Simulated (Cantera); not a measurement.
An isothermal, constant-pressure homogeneous reactor starts with C2H6 : N2 = 1 : 16 (molar parts), at 1975 K and 0.00128 atm. Integrator tolerance rtol = 1e-08.

Model: GRI-Mech 3.0 (53 species, 325 reactions), integrated in Cantera. GRI-Mech 3.0 stops at C3 and has no aromatics, soot or wall deposition, so with more carbon than oxygen in the feed, carbon stays in small species such as C2H2 where larger ones or solid carbon would form. Radical loss at walls, strong at low pressure, is not modelled.

What does this change do: temperature 1975 to 1600 K?


```
quantity                                            before                                     after
----------------  ----------------------------------------  ----------------------------------------
x(C2H6) at 200 s     <1e-12 (gas-phase equilibrium <1e-12)   3.49e-10 (gas-phase equilibrium <1e-12)
x(C2H2) at 200 s     0.0521 (gas-phase equilibrium 0.0150)     0.0525 (gas-phase equilibrium 0.0192)
x(H2) at 200 s       0.0987 (gas-phase equilibrium 0.0987)       0.105 (gas-phase equilibrium 0.105)
x(C2H4) at 200 s   5.15e-8 (gas-phase equilibrium 1.49e-8)   8.47e-7 (gas-phase equilibrium 2.89e-7)
x(C2H) at 200 s   0.000109 (gas-phase equilibrium 3.13e-5)   7.46e-7 (gas-phase equilibrium 3.02e-7)
x(CH2) at 200 s    1.31e-8 (gas-phase equilibrium 3.27e-8)  4.05e-8 (gas-phase equilibrium 7.86e-10)
x(CH4) at 200 s    3.50e-8 (gas-phase equilibrium 8.76e-8)  0.000120 (gas-phase equilibrium 1.89e-6)
```

What does this change do: temperature 1975 to 1425 K?


```
quantity                                            before                                     after
----------------  ----------------------------------------  ----------------------------------------
x(C2H6) at 200 s     <1e-12 (gas-phase equilibrium <1e-12)  4.30e-7 (gas-phase equilibrium 4.01e-12)
x(C2H2) at 200 s     0.0521 (gas-phase equilibrium 0.0150)     0.0477 (gas-phase equilibrium 0.0219)
x(H2) at 200 s       0.0987 (gas-phase equilibrium 0.0987)      0.0900 (gas-phase equilibrium 0.105)
x(C2H4) at 200 s   5.15e-8 (gas-phase equilibrium 1.49e-8)   3.89e-5 (gas-phase equilibrium 1.86e-6)
x(C2H) at 200 s   0.000109 (gas-phase equilibrium 3.13e-5)   1.51e-8 (gas-phase equilibrium 1.48e-8)
x(CH2) at 200 s    1.31e-8 (gas-phase equilibrium 3.27e-8)  1.19e-8 (gas-phase equilibrium 6.75e-11)
x(CH4) at 200 s    3.50e-8 (gas-phase equilibrium 8.76e-8)    0.0109 (gas-phase equilibrium 1.30e-5)
```
